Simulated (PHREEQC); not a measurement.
Dissolve 164 mmol/kgw K2CO3, 26 mmol/kgw Na2SO4 and 13.8 mmol/kgw MgCl2 at 69 °C. Closed to the air; pH follows from the charge balance.

Computed with PHREEQC (Pitzer model, pitzer.dat).

Task: The ionic strength comes out as 0.563 mol/kgw. What activity coefficients do K+, CO3-2, HCO3-, OH-, MgOH+ get?

Result: K+ 0.61, CO3-2 0.17, HCO3- 0.63, OH- 0.68, MgOH+ 0.47. Single-ion values are on the MacInnes scale.

Precipitation was switched off in this run. Saturation is exceeded, for instance for Magnesite (slow to form); the values hold only as long as no solid forms. Species that the database lacks are ignored. Away from 25 °C the constants follow the database's enthalpies or fits; those with neither stay at their 25 °C values.
